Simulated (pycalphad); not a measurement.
Source of the numbers: pycalphad with the COST 507 light-alloy database (1999); pressure 1 atm. These are 1990s assessments: newer ones move some temperatures and phases. Phase fractions are per mole of atoms. Diffusion is slow at the low end, where real alloys seldom reach equilibrium.

Task: Give the equilibrium state of Mg-1.146Si-6.508Al (wt.%) at 850 K.

Result: 
```
T = 850.00 K, P = 101325 Pa, N = 1 mol of atoms
G = -38217 J/mol, H = 17610 J/mol, S = 65.68 J/(mol K)  (SER reference)
chemical potentials (J/mol): Mg -36997, Si -79644, Al -50432
phase             fraction      x(Mg)      x(Si)      x(Al)
HCP_A3              0.6353     0.9682   1.05e-05     0.0318
LIQUID              0.3438     0.8781     0.0087     0.1131
MG2SI               0.0210     0.6667     0.3333       none
```

Task: Give the equilibrium state of Mg-1.146Si-6.508Al (wt.%) at 400 K.

Result: hcp, fraction 0.854, with <0.01 Si, 1.5 Al wt.%; ALMG_GAMMA, fraction 0.116, with no Si, 44.0 Al wt.%; MG2SI, fraction 0.030, with 36.6 Si, no Al wt.%.

Database names, with the compositions (at.%) that they take in these runs: MG2SI: Mg 67 Si 33; ALMG_GAMMA: Mg 59 Al 41. HCP_A3 is hcp. An entry "none" or "no" means that the model of the phase leaves that element out.
